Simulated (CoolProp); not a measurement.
Vapour-liquid equilibrium of ethylene (1) + n-perfluorobutane (2) at -32.65 °C; x and y are mole fractions of (1).

The numbers come from the multi-fluid Helmholtz-energy mixture model, Smukala 2000 and Gao 2022; pair parameters Bell 2016 in CoolProp.

```
x     bubble pressure (MPa)  y at the bubble point  dew pressure at overall composition x (MPa)  liquid density (mol/L)
----  ---------------------  ---------------------  -------------------------------------------  ----------------------
0.05                 0.2047                  0.879                                      0.02560                   7.379
0.15                 0.5891                  0.956                                      0.02865                   7.865
0.25                 0.9151                  0.970                                      0.03250                   8.399
0.35                  1.130                      …                                      0.03754                   8.989
0.45                  1.246                  0.977                                      0.04441                   9.645
0.55                  1.306                  0.978                                      0.05434                       …
0.65                  1.354                  0.980                                      0.06998                   11.24
0.75                  1.422                  0.982                                      0.09825                   12.23
0.85                  1.531                  0.986                                       0.1650                   13.43
0.95                      …                  0.994                                       0.5188                   14.94
```

Problem. Some entries are withheld; supply them.

Solution. 
- 0.35, y at the bubble point: 0.975
- 0.55, liquid density (mol/L): 10.39
- 0.95, bubble pressure (MPa): 1.694

No azeotrope shows between x = 0.05 and 0.95.

The pair parameters rest on a limited set of measurements; away from them the model extrapolates. The gap from Raoult's law changes sign with composition, which may be real or a fault of the pair parameters; it wasn't checked against measurements. With so large a gap from Raoult's law the liquid may split in two, which this calculation doesn't test in full.
